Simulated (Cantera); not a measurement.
Ta2O5 + C + H2 (carbothermic reduction)

Input: 1 mol Ta2O5, a varied amount of C, 17 mol H2, held at 13.3 mbar.

These are equilibrium values from Cantera (NASA tables, ideal gas, pure condensed phases), not measurements of a reactor. Candidate condensed phases: C, C6H6, C7H8, C8H18, H2O, Ta, TaC, Ta2O5; 113 gas species. Mutual solubility and eutectic melting of coexisting phases are not modelled. TaC: taken at fixed stoichiometry. Condensed phases not in the tables: Ta2C, N, O or C dissolved in the metal. Kinetics and transport are ignored.

**Question.** Map the stable condensed phases over T = 1000, 1150, 1300, 1450, 1600, 1750, 1900, 2050, 2200, 2350 °C and n(C) in mol = 0.32, 1.3, 2.2, 3.1, 4, 5, 5.9, 6.8, 7.8.

**Answer.** 
```
T in °C \ n(C) in mol
         0.32  1.3  2.2  3.1    4    5  5.9  6.8  7.8
   2350     A    B    C    C    C    D    D    D    E
   2200     A    F    F    F    C    D    D    D    E
   2050     F    F    F    F    F    D    D    D    E
   1900     F    F    F    F    F    D    D    D    E
   1750     F    F    F    F    F    D    D    D    E
   1600     F    G    G    G    G    G    G    G    E
   1450     G    G    G    G    G    G    G    G    E
   1300     G    G    G    G    G    G    G    G    E
   1150     G    G    G    G    G    G    G    G    E
   1000     G    G    G    G    G    G    G    G    E
```
A: Ta2O5; B: gas only; C: Ta; D: Ta + TaC; E: C + TaC; F: Ta + Ta2O5; G: TaC + Ta2O5.
